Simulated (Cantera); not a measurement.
An isothermal, constant-pressure homogeneous reactor starts with CH₄ : CO₂ : H₂ = 1 : 0.79 : 0.36 (molar parts), at 1375 K and 27.0 bar. Integrator tolerance rtol = 1e-08.

Computed with Cantera and GRI-Mech 3.0 (53 species, 325 reactions). The pressure lies above the range GRI-Mech 3.0 was tuned for (to about 10 atm).

Question: What does this change do: temperature 1375 to 1900 K?

Answer: 
```
quantity                                             before                                      after
------------------  ---------------------------------------  -----------------------------------------
x(CH₄) at 70.0 s       0.306 (gas-phase equilibrium 0.0735)      0.0311 (gas-phase equilibrium 0.0311)
x(CO₂) at 70.0 s      0.111 (gas-phase equilibrium 0.00454)    2.68e-5 (gas-phase equilibrium 2.77e-5)
x(H₂) at 70.0 s         0.162 (gas-phase equilibrium 0.494)        0.542 (gas-phase equilibrium 0.542)
x(C₂H) at 70.0 s    2.92e-12 (gas-phase equilibrium <1e-12)    2.77e-8 (gas-phase equilibrium 2.78e-8)
x(HO₂) at 70.0 s      <1e-12 (gas-phase equilibrium <1e-12)      <1e-12 (gas-phase equilibrium <1e-12)
x(CH₃) at 70.0 s    1.00e-5 (gas-phase equilibrium 1.38e-6)  0.000130 (gas-phase equilibrium 0.000130)
x(CH₂CO) at 70.0 s  3.40e-6 (gas-phase equilibrium 3.91e-7)    5.59e-6 (gas-phase equilibrium 5.61e-6)
```
